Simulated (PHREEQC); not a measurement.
Brackish or sea water: an equilibrium model

Model water analysis in mmol/kgw, 5 °C, pH 7.53:

| constituent | mmol/kgw |
|---|---|
| Na | 148 |
| K | 18 |
| Ca | 2.32 |
| Mg | 0.716 |
| Cl | 134 |
| S(6) | 20.3 |
| Alkalinity (meq/kgw) | 1.62 |

Valence states are taken as typed.

Computed with PHREEQC (Pitzer model, pitzer.dat).

Precipitation was switched off in this run.

Task: Estimate the specific conductance, charge-balance error.

Result: specific conductance 10200 µS/cm; charge-balance error -1.2 %.

Task: In which forms is C present?

Result: HCO3- 93 %, CO2 7.0 % of the C.

Complexes and solids missing from the database can't appear. Away from 25 °C the constants follow the database's enthalpies or fits; those with neither stay at their 25 °C values.
